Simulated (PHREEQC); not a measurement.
Consider water at 70 °C with 1.5 mmol/kgw H2S and 110 mmol/kgw Na2SO4. Closed to the air; pH follows from the charge balance.

Model: ion-association model, phreeqc.dat, run in PHREEQC.

Precipitation was switched off in this run.

**Question.** Order these S species by the share of S that they hold, largest first: H2S, SO4-2, NaSO4-.

**Answer.** SO4-2 (76 %), NaSO4- (22 %), H2S (1.3 %)

The pH is 5.09 and the ionic strength 0.280 mol/kgw. At this temperature some constants are extrapolated from 25 °C, and those without enthalpy data are left unchanged.
